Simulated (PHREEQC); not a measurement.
NaCl is added in steps, without added water, to 1 kg of water holding 1 mmol/kgw NH3, 2.1 mmol/kgw Na2SiO3 and 30 mmol/kgw K2CO3, at 25 °C. Oxygen alone is held at its pressure in air (log pO2 = -0.68). CO2 from the air is kept out. The run lets Chalcedony, Halite, Nahcolite, Natron precipitate or redissolve, and no other solid.

Base run: PHREEQC, ion-association model, wateq4f.dat. Each further column changes one thing. The table gives NaCO3- (mol/kgw).

```
NaCl added (mol)      base  Davies equation for every ion  all activity coefficients set to 1  database phreeqc.dat
----------------  --------  -----------------------------  ----------------------------------  --------------------
0                 0.000717                       0.000700                             0.00141              0.000724
0.0105             0.00235                        0.00229                             0.00454               0.00237
0.0195             0.00358                        0.00351                             0.00684               0.00361
0.03               0.00485                        0.00477                             0.00914               0.00490
0.0405             0.00598                        0.00589                              0.0111               0.00603
0.0495             0.00685                        0.00675                              0.0125               0.00691
0.06               0.00777                        0.00767                              0.0140               0.00782
```

 phreeqc.dat and wateq4f.dat share most of their constants, so their agreement is no independent check. Solids allowed in the column 'database phreeqc.dat': SiO2(a), Halite, Sylvite.
